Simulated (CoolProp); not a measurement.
Ethanol along the isotherm 620 K: density (kg/m³) from the reference equation and from simpler models built on Tc = 514.7 K, pc = 62.68 bar, ω = 0.644; each cubic takes its own stable root.

Model: reference Helmholtz-energy equation of state, Schroeder 2014, in CoolProp.

```json
[
 {"p (bar)": "20.9", "phase": "gas", "reference": "19.48"},
 {"p (bar)": "41.8", "phase": "gas", "reference": "40.84"},
 {"p (bar)": "62.7", "phase": "supercritical", "reference": "64.65"},
 {"p (bar)": "83.6", "phase": "supercritical", "reference": "91.81"},
 {"p (bar)": "104", "phase": "supercritical", "reference": "122.8"},
 {"p (bar)": "125", "phase": "supercritical", "reference": "160.6"},
 {"p (bar)": "146", "phase": "supercritical", "reference": "204.0"},
 {"p (bar)": "167", "phase": "supercritical", "reference": "248.8"},
 {"p (bar)": "188", "phase": "supercritical", "reference": "289.0"},
 {"p (bar)": "209", "phase": "supercritical", "reference": "322.1"},
 {"p (bar)": "230", "phase": "supercritical", "reference": "349.2"},
 {"p (bar)": "251", "phase": "supercritical", "reference": "371.9"},
 {"p (bar)": "272", "phase": "supercritical", "reference": "391.3"},
 {"p (bar)": "293", "phase": "supercritical", "reference": "408.1"},
 {"p (bar)": "313", "phase": "supercritical", "reference": "422.2"}
]
```

### Question
How far does each simpler model (van der Waals, Redlich-Kwong, Peng-Robinson) lie from the reference over these 15 states: mean and median of the absolute difference, and the worst?

### Answer
- van der Waals: mean 14.7 %, median 15.8 %, worst +26.7 % at 620 K and 125 bar
- Redlich-Kwong: mean 8.6 %, median 8.3 %, worst +17.5 % at 620 K and 104 bar
- Peng-Robinson: mean 9.5 %, median 11.7 %, worst -15.7 % at 620 K and 230 bar
